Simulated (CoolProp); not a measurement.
Vapour-liquid equilibrium of n-pentane (1) + toluene (2) at 332 K; x and y are mole fractions of (1).

Model: multi-fluid Helmholtz-energy mixture model, Thol 2019 and Lemmon 2006; pair parameters Bell 2016, in CoolProp.

```csv
x,bubble pressure (bar),y at the bubble point,dew pressure at overall composition x (bar),liquid density (mol/L)
0.05,0.3220,0.472,0.1860,8.974
0.15,0.5765,0.730,0.2067,8.898
0.25,0.7944,0.821,0.2326,8.820
0.35,0.9860,(withheld),0.2659,8.738
0.45,(withheld),0.901,0.3101,8.654
0.55,1.323,0.925,0.3719,(withheld)
0.65,(withheld),0.944,0.4639,8.474
0.75,1.641,0.961,(withheld),(withheld)
0.85,1.807,0.977,(withheld),8.278
0.95,1.982,0.992,1.534,8.174
```

Problem. Complete the blanks.

Solution. 
- 0.35, y at the bubble point: 0.870
- 0.45, bubble pressure (bar): 1.160
- 0.55, liquid density (mol/L): 8.565
- 0.65, bubble pressure (bar): 1.482
- 0.75, dew pressure at overall composition x (bar): 0.6146
- 0.75, liquid density (mol/L): 8.378
- 0.85, dew pressure at overall composition x (bar): 0.8991

No azeotrope shows between x = 0.05 and 0.95.

Pair parameters are fitted to limited data, so mixtures are less certain than the pure fluids.
